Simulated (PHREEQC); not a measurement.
Make-up at 20 °C: 2.1 mmol/kgw LiF. Closed to the air; pH follows from the charge balance.

Computed with PHREEQC (ion-association model, phreeqc.dat).

Each row changes one thing in this solution. This is a speciation only: nothing precipitates in the calculation.

| case | pH | HF (mol/kgw) |
|---|---|---|
| as made | 7.36 | 1.19e-7 |
| temperature from 20 to 5 °C | 7.61 | 5.27e-8 |
| LiF from 0.0021 to 0.00315 mol/kgw | 7.43 | 1.52e-7 |
| diluted 2-fold with water | 7.27 | 7.51e-8 |
| diluted 100-fold with water | 7.09 | 2.34e-9 |

Species that the database lacks are ignored. Away from 25 °C the constants follow the database's enthalpies or fits; those with neither stay at their 25 °C values.
